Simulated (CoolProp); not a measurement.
Properties of nitrous oxide along the isotherm 321.7 K.

The numbers come from the reference Helmholtz-energy equation of state, Lemmon 2006 in CoolProp. It is a short technical equation, of lower accuracy than the large ones.

```json
[
 {"p (bar)": "33.3", "phase": "gas", "Z": "0.8449", "cv (kJ/(kg K))": "0.7714", "speed of sound (m/s)": "252.7", "Joule-Thomson coefficient (K/MPa)": "9.406", "isothermal compressibility (1/MPa)": "0.3620"},
 {"p (bar)": "66.7", "phase": "gas", "Z": "0.6334", "cv (kJ/(kg K))": "0.8883", "speed of sound (m/s)": "222.1", "Joule-Thomson coefficient (K/MPa)": "9.163", "isothermal compressibility (1/MPa)": "0.2779"},
 {"p (bar)": "100", "phase": "supercritical", "Z": "0.2919", "cv (kJ/(kg K))": "1.000", "speed of sound (m/s)": "250.0", "Joule-Thomson coefficient (K/MPa)": "3.382", "isothermal compressibility (1/MPa)": "0.1712"},
 {"p (bar)": "133", "phase": "supercritical", "Z": "0.3107", "cv (kJ/(kg K))": "0.9280", "speed of sound (m/s)": "373.7", "Joule-Thomson coefficient (K/MPa)": "1.351", "isothermal compressibility (1/MPa)": "0.03162"},
 {"p (bar)": "167", "phase": "supercritical", "Z": "0.3610", "cv (kJ/(kg K))": "0.9137", "speed of sound (m/s)": "446.1", "Joule-Thomson coefficient (K/MPa)": "0.8121", "isothermal compressibility (1/MPa)": "0.01706"},
 {"p (bar)": "200", "phase": "supercritical", "Z": "0.4126", "cv (kJ/(kg K))": "0.9091", "speed of sound (m/s)": "497.9", "Joule-Thomson coefficient (K/MPa)": "0.5507", "isothermal compressibility (1/MPa)": "0.01191"},
 {"p (bar)": "233", "phase": "supercritical", "Z": "0.4644", "cv (kJ/(kg K))": "0.9075", "speed of sound (m/s)": "540.1", "Joule-Thomson coefficient (K/MPa)": "0.3866", "isothermal compressibility (1/MPa)": "0.009200"},
 {"p (bar)": "267", "phase": "supercritical", "Z": "0.5175", "cv (kJ/(kg K))": "0.9074", "speed of sound (m/s)": "577.5", "Joule-Thomson coefficient (K/MPa)": "0.2690", "isothermal compressibility (1/MPa)": "0.007477"},
 {"p (bar)": "300", "phase": "supercritical", "Z": "0.5684", "cv (kJ/(kg K))": "0.9081", "speed of sound (m/s)": "609.6", "Joule-Thomson coefficient (K/MPa)": "0.1841", "isothermal compressibility (1/MPa)": "0.006340"},
 {"p (bar)": "333", "phase": "supercritical", "Z": "0.6187", "cv (kJ/(kg K))": "0.9092", "speed of sound (m/s)": "638.6", "Joule-Thomson coefficient (K/MPa)": "0.1178", "isothermal compressibility (1/MPa)": "0.005510"},
 {"p (bar)": "367", "phase": "supercritical", "Z": "0.6700", "cv (kJ/(kg K))": "0.9106", "speed of sound (m/s)": "666.0", "Joule-Thomson coefficient (K/MPa)": "0.06296", "isothermal compressibility (1/MPa)": "0.004861"},
 {"p (bar)": "400", "phase": "supercritical", "Z": "0.7192", "cv (kJ/(kg K))": "0.9121", "speed of sound (m/s)": "690.7", "Joule-Thomson coefficient (K/MPa)": "0.01911", "isothermal compressibility (1/MPa)": "0.004365"},
 {"p (bar)": "433", "phase": "supercritical", "Z": "0.7680", "cv (kJ/(kg K))": "0.9138", "speed of sound (m/s)": "713.9", "Joule-Thomson coefficient (K/MPa)": "-0.01782", "isothermal compressibility (1/MPa)": "0.003963"},
 {"p (bar)": "467", "phase": "supercritical", "Z": "0.8177", "cv (kJ/(kg K))": "0.9155", "speed of sound (m/s)": "736.3", "Joule-Thomson coefficient (K/MPa)": "-0.05027", "isothermal compressibility (1/MPa)": "0.003621"},
 {"p (bar)": "500", "phase": "supercritical", "Z": "0.8655", "cv (kJ/(kg K))": "0.9173", "speed of sound (m/s)": "756.9", "Joule-Thomson coefficient (K/MPa)": "-0.07748", "isothermal compressibility (1/MPa)": "0.003342"}
]
```
